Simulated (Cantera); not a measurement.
A closed system holds: 1 mol Si, 0.0024 mol H₂O, 1.9 mol H₂, 0.077 mol O₂, held at 240 Pa.

Equilibrium computed with Cantera from the NASA thermochemical tables; the gas is ideal and each condensed phase is pure. Candidate condensed phases: H₂O, Si, SiO₂; 18 gas species. Mutual solubility and eutectic melting of coexisting phases are not modelled. The tables hold silica as quartz up to 1696 K and as liquid above; real silica turns to tridymite and cristobalite and melts near 1996 K. Gases not in the tables: Si₂H₆ and higher silanes. Kinetics and transport are ignored.

Q: What share of the Si ends up in condensed phases as a function of T (°C), at 627, 727, 827, 927, 1027, 1127, 1227, 1327, 1427, 1527, 1627, 1727, 1827?

A: 
```csv
T (°C),Si condensed (%),as
627,100.0,Si(s) + SiO₂(β-quartz)
727,100.0,Si(s) + SiO₂(β-quartz)
827,100.0,Si(s) + SiO₂(β-quartz)
927,100.0,Si(s) + SiO₂(β-quartz)
1027,99.4,Si(s) + SiO₂(β-quartz)
1127,94.0,Si(s) + SiO₂(β-quartz)
1227,84.4,Si(s)
1327,84.3,Si(s)
1427,84.3,Si(l)
1527,84.1,Si(l)
1627,83.2,Si(l)
1727,80.2,Si(l)
1827,71.1,Si(l)
```
